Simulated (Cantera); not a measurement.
Charge: 1 mol SF₆, 1.9 mol H₂, 11 mol N₂, held at 1000 K and 83.0 Pa.

Method: chemical equilibrium by Gibbs-energy minimisation in Cantera with the NASA 1993 tables (ideal gas, pure condensed phases). Candidate condensed phases: S; 35 gas species. The tables' values for S₂F₂ (SSF₂), SF₃ are old estimates; treat these amounts as uncertain. Rates play no part.

Problem. What is the equilibrium state?

Solution. 
* **x(N₂)**: 0.706
* **x(HF)**: 0.244
* **x(SF₄)**: 0.0202
* **x(S₂F₂ (SSF₂))**: 0.0147
* **x(SF₂)**: 0.0130
* **x(SF₃)**: 0.00171
* **x(SF₆)**: 1.52e-5
* **x(FS₂F (FSSF))**: 7.68e-6
* **x(F)**: 1.26e-6
* **gas amount**: 15.57 mol
* **log10 activity of S(l) (absent)**: -5.12
